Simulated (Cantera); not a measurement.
Mixture: CH4 : O2 : N2 : H2O = 1 : 3.57 : 13.4 : 2.9 (molar parts), at 310000 Pa, adiabatic and at constant pressure. Ignition delay is the time to a rise of 400 K.

Model: GRI-Mech 3.0 (53 species, 325 reactions), integrated in Cantera.

| quantity | before | after |
|---|---|---|
| delay at 1200 K | 14.2 ms | 16.5 ms |
| delay at 1275 K | 5.76 ms | 6.88 ms |
| delay at 1350 K | 2.46 ms | 3.01 ms |
| delay at 1425 K | 1.09 ms | 1.35 ms |
| delay at 1500 K | 0.506 ms | 0.621 ms |
| delay at 1575 K | 0.246 ms | 0.295 ms |
| apparent activation energy between 1425 and 1575 K | 190 kJ/mol | 190 kJ/mol |

Task: Which change was made?
A) pressure from 310000 Pa to 750000 Pa
B) CH4 1 to 2.6 parts
C) H2O 2.9 to 6.2 parts
D) pressure from 310000 Pa to 32000 Pa

Result: C, H2O 2.9 to 6.2 parts
